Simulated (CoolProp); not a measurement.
Properties of R1234yf along the isotherm 123.75 °C (Tc = 94.7 °C, pc = 3.384 MPa, ω = 0.276).

The numbers come from the reference Helmholtz-energy equation of state, Lemmon 2022 in CoolProp.

```tsv
p (MPa)	phase	Z	Joule-Thomson coefficient (K/MPa)	isothermal compressibility (1/MPa)	fugacity coefficient
0.0161	gas	0.9987	7.710	62.19	0.9987
0.0236	gas	0.9981	…	42.45	0.9981
0.0346	gas	0.9972	7.721	28.98	0.9972
0.0508	gas	0.9959	…	19.77	0.9960
0.0745	gas	0.9940	7.745	13.50	0.9941
0.109	gas	0.9913	7.766	9.255	0.9913
0.161	gas	0.9871	7.798	6.293	0.9872
0.236	gas	0.9810	7.844	4.320	0.9813
0.346	gas	0.9720	7.913	2.975	…
0.508	gas	0.9586	8.018	2.056	0.9599
0.745	gas	0.9386	8.177	1.433	…
1.09	gas	0.9086	…	1.015	0.9148
1.61	gas	0.8612	8.831	0.7301	0.8752
2.36	gas	0.7873	9.498	0.5553	0.8192
3.46	supercritical	0.6625	10.59	0.4782	…
5.08	supercritical	0.4294	…	0.5035	…
```

### Question
Complete the blanks.

### Answer

- 0.0236, Joule-Thomson coefficient (K/MPa): 7.715
- 0.0508, Joule-Thomson coefficient (K/MPa): 7.731
- 0.346, fugacity coefficient: 0.9726
- 0.745, fugacity coefficient: 0.9414
- 1.09, Joule-Thomson coefficient (K/MPa): 8.424
- 3.46, fugacity coefficient: 0.7391
- 5.08, Joule-Thomson coefficient (K/MPa): 9.342
- 5.08, fugacity coefficient: 0.6234
